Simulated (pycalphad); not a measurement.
# Effect of Y content in Si-Y

All values are pycalphad results on the COST 507 light-alloy database (1999) (1 atm), not direct measurements. These are 1990s assessments: newer ones move some temperatures and phases. Amounts are mole fractions of atoms.

```json
[
 {"alloy": "Si-29.5Y (at.%)", "liquidus (K)": "1880", "first solid": "SI5Y3_H", "solidus (K)": "1485", "phases at 1000 K": "SI2Y_R 0.89, DIAMOND_A4 0.12"},
 {"alloy": "Si-44.25Y (at.%)", "liquidus (K)": "[?]", "first solid": "[?]", "solidus (K)": "[?]", "phases at 1000 K": "[?]"},
 {"alloy": "Si-59Y (at.%)", "liquidus (K)": "2125", "first solid": "SI3Y5", "solidus (K)": "2114", "phases at 1000 K": "SI4Y5 0.50, SI3Y5 0.50"},
 {"alloy": "Si-88.5Y (at.%)", "liquidus (K)": "1655", "first solid": "SI3Y5", "solidus (K)": "1528", "phases at 1000 K": "HCP_A3 0.69, SI3Y5 0.31"}
]
```

### Question
Complete the blanks.

### Answer

- Si-44.25Y (at.%), liquidus (K): 2090
- Si-44.25Y (at.%), first solid: SIY
- Si-44.25Y (at.%), solidus (K): 1915
- Si-44.25Y (at.%), phases at 1000 K: SIY 0.54, SI5Y3_H 0.46

Database names, with the compositions (at.%) that they take in these runs: SI5Y3_H: Si 62 Y 38; SI2Y_R: Si 67 Y 33; SIY: Si 50 Y 50; SI4Y5: Y 56 Si 44; SI3Y5: Y 62 Si 37. HCP_A3 is hcp; DIAMOND_A4 is diamond (Si).
